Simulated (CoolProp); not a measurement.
Vapour-liquid equilibrium of R134a (1) + R124 (2) at 1.45 kPa; x and y are mole fractions of (1).

Computed with CoolProp (multi-fluid Helmholtz-energy mixture model, Tillner-Roth 1994 and de Vries 1995; pair parameters Bell 2016).

Question: Give the bubble temperature and the first vapour's composition at x = 0.15, 0.25, 0.65. Is there an azeotrope?

Answer: x = 0.15: -84.4 °C, y = 0.328; x = 0.25: -85.7 °C, y = 0.468; x = 0.65: -88.9 °C, y = 0.793. No azeotrope shows between x = 0.05 and 0.95.

The pair parameters rest on a limited set of measurements; away from them the model extrapolates.
